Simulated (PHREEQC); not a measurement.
A solution holds 0.14 mol/kgw H2SO4 and 0.29 mol/kgw FeCl2, at 25 °C. Closed to the air; pH follows from the charge balance.

Computed with PHREEQC (ion-association model, wateq4f.dat).

No solid was allowed to form.

Task: Estimate the pH, ionic strength, activity of water.

Result: pH 0.87; ionic strength 0.886 mol/kgw; activity of water 0.981.

Task: In which forms is Cl present?

Result: Cl- 95 %, FeCl+ 5.4 % of the Cl.

Ionic strength above about 0.7 mol/kgw puts this run outside the model's range. Species that the database lacks are ignored.
